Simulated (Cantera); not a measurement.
Cantera run:

```python
import numpy as np
import cantera as ct

gas_names = """
    B BH BH2 BH3 BN BO BO2 B2 B2O B2O2 B2O3 B3O3H3 H HBO HBO2 HNO HNO2 HNO3 HO2 H2 H2O H2O2 H3B3O6 N NH
    NH2 NH3 NH2OH NO NO2 NO3 N2 N2H2 N2H4 N2O O OH O2 O3
""".split()
cond_names = """
    B(b) B(L) BN(s) B2O3(L) B3O3H3(cr) H2O(s) H2O(L)
""".split()


# ... load() reads the species with a 1 bar reference pressure and builds the phases ...
atoms = {
    'B2O3': {'B': 2, 'O': 3},
    'NH3': {'N': 1, 'H': 3},
}
top_T = {'BN(s)': 3200}  # K; cautious upper limits of use, not melting points


# ... equilibrate(T, P, feed) seeds the gas with the atoms and calls Mixture.equilibrate('TP', solver="vcs", rtol=1e-11, max_steps=5000) ...
results = []
T = 2325  # K
P = 40000  # Pa
for m in [1.3, 4.3, 7.3, 10, 13, 16, 19, 22, 25, 28]:
    feed = {'B2O3': 1, 'NH3': m}  # mol
    mix = equilibrate(T, P, feed)
    results.append((T, P, feed, dict(zip(mix.species_names, mix.species_moles))))

top = {s: max(r[3][s] / sum(r[3][g] for g in gas_names) for r in results) for s in gas_names}
cols = sorted((s for s in top if top[s] > 0.001), key=lambda s: -top[s])[:7]
seen = [c for c in cond_names if any(r[3].get(c, 0) > 1e-12 for r in results)]
print("log10 of partial pressures in bar; condensed amounts in mol")
print(f"{'n(NH3)':>10s}" + "".join(f"{s[:9]:>10s}" for s in cols + seen))
for T, P, feed, n in results:
    ng = sum(n[g] for g in gas_names)
    print(f"{feed['NH3']:10.4g}" + "".join(f"{np.log10(max(n[s] / ng * P / 1e5, 1e-99)):10.3f}" for s in cols)
          + "".join(f"{n.get(c, 0):10.4g}" for c in seen))
```

It prints:

```
log10 of partial pressures in bar; condensed amounts in mol
    n(NH3)        H2        N2      B2O3      HBO2       HBO        BO      B2O2
       1.3    -0.759    -1.148    -1.182    -1.403    -1.584    -2.122    -2.156
       4.3    -0.620    -1.053    -1.767    -1.697    -1.737    -2.344    -2.599
       7.3    -0.589    -1.034    -2.080    -1.872    -1.844    -2.467    -2.845
        10    -0.576    -1.026    -2.283    -1.988    -1.917    -2.546    -3.004
        13    -0.567    -1.021    -2.461    -2.093    -1.982    -2.615    -3.143
        16    -0.562    -1.018    -2.608    -2.180    -2.036    -2.673    -3.257
        19    -0.558    -1.015    -2.734    -2.255    -2.083    -2.721    -3.354
        22    -0.555    -1.014    -2.845    -2.322    -2.124    -2.764    -3.439
        25    -0.552    -1.013    -2.944    -2.382    -2.160    -2.801    -3.515
        28    -0.550    -1.012    -3.034    -2.437    -2.193    -2.836    -3.583
```

Cantera equilibrium calculation (NASA polynomials, part measured and part estimated; ideal gas, pure solids and liquids).
